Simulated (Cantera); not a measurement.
An isothermal, constant-pressure homogeneous reactor starts with CH4 : H2 = 1 : 1.4 (molar parts), at 1725 K and 0.0217 atm. Integrator tolerance rtol = 1e-08.

Cantera simulation using GRI-Mech 3.0 (53 species, 325 reactions); the numbers are that mechanism's predictions, not measurements. GRI-Mech 3.0 stops at C3 and has no aromatics, soot or wall deposition, so with more carbon than oxygen in the feed, carbon stays in small species such as C2H2 where larger ones or solid carbon would form. Radical loss at walls, strong at low pressure, is not modelled.

**Question.** What does this change do: temperature 1725 to 1250 K?

**Answer.** 
```csv
quantity,before,after
x(CH4) at 10.0 s,0.00103 (gas-phase equilibrium 0.000683),0.416 (gas-phase equilibrium 0.105)
x(H2) at 10.0 s,0.851 (gas-phase equilibrium 0.851),0.584 (gas-phase equilibrium 0.783)
x(C2H6) at 10.0 s,7.17e-9 (gas-phase equilibrium 4.01e-9),2.00e-5 (gas-phase equilibrium 1.46e-5)
x(C2H4) at 10.0 s,0.000110 (gas-phase equilibrium 0.000110),0.000127 (gas-phase equilibrium 0.00993)
x(C2H) at 10.0 s,1.26e-6 (gas-phase equilibrium 1.26e-6),<1e-12 (gas-phase equilibrium 1.09e-10)
```

**Question.** What does this change do: CH4 1 to 0.11 parts?

**Answer.** 
| quantity | before | after |
|---|---|---|
| x(CH4) at 10.0 s | 0.00103 (gas-phase equilibrium 0.000683) | 0.00103 (gas-phase equilibrium 0.000395) |
| x(H2) at 10.0 s | 0.851 (gas-phase equilibrium 0.851) | 0.964 (gas-phase equilibrium 0.965) |
| x(C2H6) at 10.0 s | 7.17e-9 (gas-phase equilibrium 4.01e-9) | 5.36e-9 (gas-phase equilibrium 1.18e-9) |
| x(C2H4) at 10.0 s | 0.000110 (gas-phase equilibrium 0.000110) | 2.84e-5 (gas-phase equilibrium 2.86e-5) |
| x(C2H) at 10.0 s | 1.26e-6 (gas-phase equilibrium 1.26e-6) | 2.68e-7 (gas-phase equilibrium 2.72e-7) |
